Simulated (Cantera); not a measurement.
An isothermal plug-flow reactor at 1025 K and 1.01 bar (inlet), inlet velocity 0.16 m/s, active area per volume 490 1/m; feed 0.505 % CH4, 4.57 % O2, 94.9 % N2, equivalence ratio 0.22.

Model: Deutschmann's 1995 Pt surface mechanism with GRI-Mech 3.0 gas chemistry, integrated in Cantera. Catalytic surfaces can have several steady states; this one follows from the mechanism file's or the stated starting coverage. Mass transfer to the wall is taken as infinitely fast.

x: gas mole fraction; θ: surface coverage.

```csv
z (m),x CH4,x O2,x H2O,x CO2,x CO,θ free Pt,θ O*,θ OH*
0.0001,0.00483,0.0452,0.000437,0.000216,3.12e-6,0.271,0.729,0.000419
0.00019,0.00464,0.0448,0.000816,0.000405,3.01e-6,0.271,0.728,0.000551
0.00033,0.00436,0.0443,0.00138,0.000686,2.83e-6,0.272,0.728,0.000704
0.00059,0.00388,0.0433,0.00234,0.00117,2.52e-6,0.273,0.727,0.000907
0.001,[?],0.0420,[?],[?],[?],0.274,0.725,[?]
0.0019,0.00212,0.0398,0.00583,0.00291,1.40e-6,0.276,0.722,0.00142
0.0033,[?],0.0378,[?],[?],[?],0.279,0.720,[?]
0.0059,0.000311,0.0362,0.00943,0.00471,2.12e-7,0.280,0.718,0.00181
0.01,4.18e-5,0.0357,0.00997,0.00497,3.45e-8,0.281,0.717,0.00187
```

Question: What belongs in the gaps?

Answer: 
- 0.001, x CH4: 0.00322
- 0.001, x H2O: 0.00365
- 0.001, x CO2: 0.00182
- 0.001, x CO: 2.10e-6
- 0.001, θ OH*: 0.00113
- 0.0033, x CH4: 0.00109
- 0.0033, x H2O: 0.00788
- 0.0033, x CO2: 0.00393
- 0.0033, x CO: 7.26e-7
- 0.0033, θ OH*: 0.00166
